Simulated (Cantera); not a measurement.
Feed: 1 mol AlN, 11 mol HCl, held at 1600 K and 2.55 Torr.

Equilibrium computed with Cantera from the NASA thermochemical tables; the gas is ideal and each condensed phase is pure. Candidate condensed phases: Al, AlCl₃, AlN, NH₄Cl; 20 gas species. The tables' values for AlCl₂ are old estimates; treat these amounts as uncertain. Kinetics and transport are ignored.

Base state: HCl 0.729, H₂ 0.133, AlCl₃ 0.0850, N₂ 0.0453, AlCl₂ 0.00433, Cl 0.00148, AlCl 0.00121, H 0.000340 (mole fractions); condensed: gas only.

What changes in the equilibrium state with this change: pressure from 2.55 Torr to 10.0 Torr?


```
species    before     after
-------  --------  --------
HCl         0.729     0.728
H₂          0.133     0.135
AlCl₃      0.0850    0.0881
AlCl₂     0.00433   0.00229
N₂         0.0453    0.0454
AlCl      0.00121  0.000325
Cl        0.00148  0.000738
H        0.000340  0.000173
```
